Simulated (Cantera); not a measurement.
An isothermal, constant-pressure homogeneous reactor starts with 21.7 % NH3, 78.3 % H2, at 1850 K and 1700 Pa.

Computed with Cantera and the gas-phase N/H chemistry of the illustrative SiF4/NH3 mechanism in the Surface Chemkin manual (1991). Walls and surfaces, which speed up NH3 decomposition in real reactors, are not modelled.

### Question
Predict: x(NH3) at 20.0 s; x(H2) at 20.0 s; x(N2) at 20.0 s; x(N) at 20.0 s; x(N2H2) at 20.0 s; x(H) at 20.0 s.

### Answer
```json
{
  "x(NH3) at 20.0 s": "0.0216 (gas-phase equilibrium 1.15e-7)",
  "x(H2) at 20.0 s": "0.897 (gas-phase equilibrium 0.907)",
  "x(N2) at 20.0 s": "0.0803 (gas-phase equilibrium 0.0891)",
  "x(N) at 20.0 s": "3.74e-7 (gas-phase equilibrium 1.98e-10)",
  "x(N2H2) at 20.0 s": "5.10e-8 (gas-phase equilibrium <1e-12)",
  "x(H) at 20.0 s": "0.000849 (gas-phase equilibrium 0.00396)"
}
```
